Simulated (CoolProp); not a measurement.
A single-stage vapour-compression cycle with isobutane: evaporating at 329.15 K (dew point), condensing at 372.15 K (bubble point), superheat 8 K, subcooling 8 K, compressor efficiency 0.85, no pressure losses. Each further row changes one setting.

Computed with CoolProp (reference Helmholtz-energy equation of state, Bücker 2006).

```
case                              cooling COP  pressure ratio  discharge temperature (K)  refrigerating effect (kJ/kg)  volumetric capacity (kJ/m³)
--------------------------------  -----------  --------------  -------------------------  ----------------------------  ---------------------------
as stated                                5.06            2.46                      375.7                           208                         4060
evaporating temperature 334.15 K          ___             ___                      376.2                           215                         4710
condensing temperature 367.15 K          6.01            2.24                      371.0                           223                         4350
subcooling 13 K                           ___            2.46                      375.7                           223                         4350
superheat 18 K                           5.24            2.46                      384.3                           229                         4250
compressor efficiency 0.75               4.46            2.46                      377.7                           208                         4060
```

### Question
Complete the blanks.

### Answer

- evaporating temperature 334.15 K, cooling COP: 6.00
- evaporating temperature 334.15 K, pressure ratio: 2.19
- subcooling 13 K, cooling COP: 5.43
